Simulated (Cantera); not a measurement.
What does this Cantera script print?

```python
import numpy as np
import cantera as ct

gas_names = [...]  # 87 gases of nasa_gas.yaml made of C, H, Si
cond_names = """
    C(gr) C6H6(L) C7H8(L) C8H18(L),n-octa Si(cr) Si(L) SiC(b)
""".split()


# ... load() reads the species with a 1 bar reference pressure and builds the phases ...
atoms = {
    'Si(CH3)4': {'Si': 1, 'C': 4, 'H': 12},
    'C2H2': {'C': 2, 'H': 2},
    'H2': {'H': 2},
}
top_T = {'C(gr)': 4500, 'SiC(b)': 3050}  # K; cautious upper limits of use, not melting points


# ... equilibrate(T, P, feed) seeds the gas with the atoms and calls Mixture.equilibrate('TP', solver="vcs", rtol=1e-11, max_steps=5000) ...
results = []
feed = {'Si(CH3)4': 1, 'C2H2': 0.3, 'H2': 99}  # mol
P = 160  # Pa
for T in [1425, 1475, 1525, 1575, 1625, 1675, 1725, 1775, 1825, 1875, 1925, 1975, 2025, 2075]:
    mix = equilibrate(T, P, feed)
    results.append((T, P, feed, dict(zip(mix.species_names, mix.species_moles))))

top = {s: max(r[3][s] / sum(r[3][g] for g in gas_names) for r in results) for s in gas_names}
cols = sorted((s for s in top if top[s] > 1e-06), key=lambda s: -top[s])[:9]
seen = [c for c in cond_names if any(r[3].get(c, 0) > 1e-12 for r in results)]
print("log10 of partial pressures in bar; condensed amounts in mol")
print(f"{'T/K':>10s}" + "".join(f"{s[:9]:>10s}" for s in cols + seen))
for T, P, feed, n in results:
    ng = sum(n[g] for g in gas_names)
    print(f"{T:10.4g}" + "".join(f"{np.log10(max(n[s] / ng * P / 1e5, 1e-99)):10.3f}" for s in cols)
          + "".join(f"{n.get(c, 0):10.4g}" for c in seen))
```

Result:

```
log10 of partial pressures in bar; condensed amounts in mol
       T/K        H2         H        Si C2H2,acet      SiC2      Si2C       SiH      SiH2       CH4     C(gr)    SiC(b)
      1425    -2.796    -6.564   -11.064    -8.249   -14.116   -14.152   -11.815   -11.334    -8.016     3.599         1
      1475    -2.796    -6.285   -10.421    -7.972   -13.273   -13.325   -11.267   -10.943    -8.129     3.598         1
      1525    -2.796    -6.024    -9.820    -7.714   -12.486   -12.553   -10.756   -10.579    -8.234     3.597         1
      1575    -2.796    -5.780    -9.257    -7.472   -11.750   -11.831   -10.277   -10.238    -8.333     3.595         1
      1625    -2.797    -5.550    -8.730    -7.246   -11.060   -11.155    -9.829    -9.918    -8.426     3.592    0.9999
      1675    -2.797    -5.334    -8.234    -7.033   -10.412   -10.520    -9.407    -9.618    -8.513     3.588    0.9996
      1725    -2.798    -5.130    -7.767    -6.833    -9.802    -9.922    -9.011    -9.335    -8.596     3.582    0.9988
      1775    -2.799    -4.938    -7.327    -6.646    -9.228    -9.360    -8.638    -9.069    -8.675     3.573    0.9966
      1825    -2.801    -4.757    -6.911    -6.469    -8.685    -8.828    -8.286    -8.819    -8.751     3.563    0.9911
      1875    -2.803    -4.585    -6.518    -6.302    -8.172    -8.326    -7.953    -8.582    -8.824     3.555    0.9779
      1925    -2.807    -4.423    -6.146    -6.146    -7.687    -7.851    -7.638    -8.359    -8.895     3.554    0.9472
      1975    -2.812    -4.270    -5.792    -5.999    -7.226    -7.401    -7.341    -8.150    -8.966     3.576    0.8789
      2025    -2.818    -4.125    -5.456    -5.862    -6.789    -6.973    -7.059    -7.953    -9.037     3.653    0.7314
      2075    -2.828    -3.988    -5.137    -5.734    -6.374    -6.567    -6.793    -7.768    -9.111     3.848    0.4222
```

Cantera equilibrium calculation (NASA polynomials, part measured and part estimated; ideal gas, pure solids and liquids). Gases not in the tables: Si2H6 and higher silanes.
